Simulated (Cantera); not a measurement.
What does this Cantera script print?

```python
import numpy as np
import cantera as ct

surf = ct.Interface("diamond.yaml", "diamond_100")
gas, bulk = surf.adjacent["gas"], surf.adjacent["diamond"]
k = surf.kinetics_species_index(bulk.species_names[0])
cover = ["c6HH", "c6H*", "c6*H", "c6**", "c6HM", "c6B"]

rows, drift = [], 0.0
print(f"{'xH':>10s}{'um/h':>11s}" + "".join(f"{s:>11s}" for s in cover))
for v in [0.0001, 0.00021, 0.00046, 0.00097, 0.0021, 0.0044, 0.0094, 0.02, 0.043]:
    T, P, xH, xCH3 = 1250, 4900, v, 0.00059
    gas.TPX = T, P, {"H": xH, "CH3": xCH3, "CH4": 0.0023, "H2": 1 - xH - xCH3 - 0.0023}
    surf.TP = bulk.TP = T, P
    surf.coverages = "c6H*:0.1, c6HH:0.9"
    surf.advance_coverages(100.0)
    before = surf.coverages
    surf.advance_coverages(100.0)
    drift = max(drift, np.max(np.abs(surf.coverages - before) / (surf.coverages + 1e-9)))
    rate = surf.net_production_rates[k] * bulk.mean_molecular_weight / bulk.density * 3.6e9
    rows.append([rate, *surf[cover].coverages])
    print(f"{v:10.4g}{rate:11.4e}" + "".join(f"{x:11.3e}" for x in rows[-1][1:]))
```

It prints:

```
        xH       um/h       c6HH       c6H*       c6*H       c6**       c6HM        c6B
    0.0001 2.5324e-01  6.338e-01  2.794e-02  3.256e-01  3.906e-03  1.609e-03  6.872e-10
   0.00021 6.7640e-01  5.419e-01  3.465e-02  4.038e-01  8.450e-03  2.142e-03  1.835e-09
   0.00046 1.4744e+00  4.765e-01  3.921e-02  4.569e-01  1.560e-02  2.673e-03  4.001e-09
   0.00097 2.5831e+00  4.406e-01  4.154e-02  4.840e-01  2.321e-02  3.085e-03  7.010e-09
    0.0021 4.1760e+00  4.208e-01  4.272e-02  4.977e-01  2.983e-02  3.326e-03  1.133e-08
    0.0044 6.4698e+00  4.113e-01  4.328e-02  5.038e-01  3.406e-02  3.315e-03  1.756e-08
    0.0094 1.0178e+01  4.067e-01  4.361e-02  5.070e-01  3.656e-02  3.021e-03  2.762e-08
      0.02 1.5524e+01  4.048e-01  4.388e-02  5.088e-01  3.790e-02  2.455e-03  4.213e-08
     0.043 2.1928e+01  4.041e-01  4.423e-02  5.098e-01  3.865e-02  1.726e-03  5.950e-08
```

Detailed kinetics in Cantera: the Harris–Goodwin 1993 mechanism for the reconstructed diamond (100) surface.
